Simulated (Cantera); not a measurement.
**Pb + H2 (iron carbonyl, mercury and lead vapours)**

A closed system holds: 1 mol Pb, 70 mol H2, equilibrated at 225 Torr.

Cantera equilibrium calculation (NASA polynomials, part measured and part estimated; ideal gas, pure solids and liquids). Candidate condensed phases: Pb; 4 gas species. Rates play no part.

| T (K) | log p H2 | log p Pb | log p H | log p Pb2 | n Pb(s) | n Pb(l) |
|---|---|---|---|---|---|---|
| 473 | -0.52 | <-12 | <-12 | <-12 | 1.00 | 0 |
| 548 | -0.52 | <-12 | <-12 | <-12 | 1.00 | 0 |
| 623 | -0.52 | -10.68 | <-12 | <-12 | 0 | 1.00 |
| 698 | -0.52 | -8.99 | <-12 | <-12 | 0 | 1.00 |
| 773 | -0.52 | -7.64 | -12.30 | <-12 | 0 | 1.000 |
| 848 | -0.52 | -6.52 | -10.98 | <-12 | 0 | 1.000 |
| 923 | -0.52 | -5.60 | -9.87 | -11.64 | 0 | 0.999 |
| 998 | -0.52 | -4.81 | -8.93 | -10.32 | 0 | 0.996 |
| 1073 | -0.52 | -4.14 | -8.12 | -9.20 | 0 | 0.983 |
| 1148 | -0.52 | -3.55 | -7.41 | -8.22 | 0 | 0.935 |
| 1223 | -0.52 | -3.04 | -6.78 | -7.37 | 0 | 0.788 |
| 1298 | -0.53 | -2.59 | -6.23 | -6.62 | 0 | 0.398 |
| 1373 | -0.53 | -2.37 | -5.74 | -6.32 | 0 | 0 |
log p: log10 of the partial pressure in bar; n: condensed amount in mol.

From 473 K to 548 K the condensed part is Pb(s). From 623 K to 1298 K the condensed part is Pb(l). At 1373 K nothing is condensed.
